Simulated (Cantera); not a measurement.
## Thermodynamics of halide evaporation, hydrolysis and transport, feed NaI + H2

Feed: 1 mol NaI, 16 mol H2, held at 0.00458 Torr.

These are equilibrium values from Cantera (NASA tables, ideal gas, pure condensed phases), not measurements of a reactor. Candidate condensed phases: I2, Na, NaI; 9 gas species. Kinetics and transport are ignored.

```
T (K)  log p H2  log p H  log p NaI  log p Na  log p I  log p HI  log p NaH  log p I2
-----  --------  -------  ---------  --------  -------  --------  ---------  --------
775       -5.24   -14.62      -6.45    -10.81   -11.53    -10.90     -16.23      <-17
925       -5.24   -12.20      -6.45     -9.41    -9.59     -9.87     -14.66    -16.02
1075      -5.24   -10.45      -6.45     -8.27    -8.32     -9.26     -13.40    -14.69
1225      -5.24    -9.13      -6.50     -7.40    -7.42     -8.86     -12.43    -13.80
1375      -5.25    -8.09      -6.72     -6.80    -6.81     -8.65     -11.76    -13.30
1525      -5.27    -7.26      -7.33     -6.53    -6.54     -8.70     -11.44    -13.34
1675      -5.29    -6.58      -8.18     -6.49    -6.49     -8.92     -11.35    -13.72
1825      -5.34    -6.03      -9.00     -6.51    -6.51     -9.19     -11.35    -14.16
1975      -5.50    -5.62      -9.80     -6.57    -6.57     -9.51     -11.46    -14.62
2125      -5.86    -5.37     -10.55     -6.66    -6.66     -9.94     -11.69    -15.09
```
log p: log10 of the partial pressure in bar; nothing condenses.

From 775 K to 2125 K nothing is condensed. The main Na-bearing gas is NaI at 775 K and Na at 2125 K.
